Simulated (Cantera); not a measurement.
An isothermal, constant-pressure homogeneous reactor starts with 22.7 % NO, 77.3 % N2, at 1850 K and 0.474 atm.

Computed with Cantera and GRI-Mech 3.0 (53 species, 325 reactions).

One state of this run: x NO = 0.213; x O = 2.87e-5; x O2 = 0.00716; x N2O = 1.91e-5; x N2 = 0.780. x: mole fraction; the columns are a selection and need not sum to one.

Problem. Which value of t (s) does it belong to?
A. 4.00e-6
B. 0.729
C. 0.00469
D. 8.26e-5

Solution. B, 0.729
